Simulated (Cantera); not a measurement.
Standard-state values (1 bar) from the NASA 1993 polynomials, evaluated with Cantera. Values are per mole of reaction as written; species without (g) are pure solids or liquids, kept so even where they would boil at 1 bar.

Problem. Between 300 and 2848 K, where is each reaction favourable under standard conditions?
- 2 O3(g) + 3 SF4(g) ⇌ 3 SO2(g) + 6 F2(g)

Solution. 
- 2 O3(g) + 3 SF4(g) ⇌ 3 SO2(g) + 6 F2(g): ΔG° is 940 kJ at 300 K and -427 kJ at 2848 K; it changes sign between 300 and 2448 K. ΔH° is 996 kJ and ΔS° 500 J/K at 2848 K.
